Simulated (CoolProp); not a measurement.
Properties of C2F6 (R116) along the isotherm 151.85 °C.

The numbers come from the reference Helmholtz-energy equation of state, Lemmon 2006 in CoolProp. It is a short technical equation, of lower accuracy than the large ones.

```
p (MPa)  phase       Z  cp (kJ/(kg K))  viscosity (µPa s)
-------  -----  ------  --------------  -----------------
0.152      gas  0.9959          0.9406               19.6
0.305      gas  0.9917          0.9428               19.7
0.457      gas  0.9877          0.9452               19.9
0.61       gas  0.9836          0.9476               20.0
0.762      gas  0.9796          0.9500               20.1
0.914      gas  0.9756          0.9525               20.2
1.07       gas  0.9715          0.9551               20.3
1.22       gas  0.9676          0.9577               20.5
1.37       gas  0.9637          0.9603               20.6
1.52       gas  0.9599          0.9630               20.8
```

Viscosity comes from a separate model (Huber 2003), an estimate that may be off by 10 % or more.
